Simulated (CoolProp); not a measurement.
Properties of oxygen along the isotherm 264.7 K (Tc = 154.6 K, pc = 50.46 bar, ω = 0.022).

Values from CoolProp's reference Helmholtz-energy equation of state, Schmidt 1985.

| p (bar) | phase | density (kg/m³) | cp (kJ/(kg K)) | cv (kJ/(kg K)) | speed of sound (m/s) | viscosity (µPa s) | Prandtl number |
|---|---|---|---|---|---|---|---|
| 6.88 | gas | 10.08 | 0.9285 | 0.6564 | 309.6 | ? | 0.728 |
| 13.8 | gas | 20.37 | ? | 0.6587 | 309.3 | 19.0 | 0.735 |
| 20.6 | gas | 30.62 | 0.9593 | 0.6610 | 309.1 | 19.1 | 0.742 |
| 27.5 | gas | 41.18 | 0.9755 | 0.6634 | 308.9 | ? | 0.750 |
| 34.4 | gas | 51.89 | 0.9921 | 0.6657 | 308.9 | 19.5 | 0.758 |
| 41.3 | gas | 62.73 | 1.009 | ? | 309.0 | 19.6 | 0.766 |
| 48.2 | gas | 73.72 | 1.027 | 0.6703 | 309.2 | ? | 0.774 |
| 55.1 | supercritical | 84.84 | 1.045 | 0.6725 | 309.5 | 20.0 | 0.783 |
| 61.9 | supercritical | 95.93 | 1.063 | 0.6747 | 310.0 | 20.2 | 0.792 |
| 68.8 | supercritical | 107.3 | 1.081 | 0.6769 | 310.6 | 20.4 | 0.801 |
| 75.7 | supercritical | 118.8 | 1.100 | 0.6791 | 311.3 | 20.7 | 0.810 |

### Question
Complete the blanks.

### Answer

- 6.88, viscosity (µPa s): 18.8
- 13.8, cp (kJ/(kg K)): 0.9438
- 27.5, viscosity (µPa s): 19.3
- 41.3, cv (kJ/(kg K)): 0.6680
- 48.2, viscosity (µPa s): 19.8

Viscosity comes from a separate model (Lemmon 2004). Thermal conductivity comes from a separate model (Lemmon 2004).
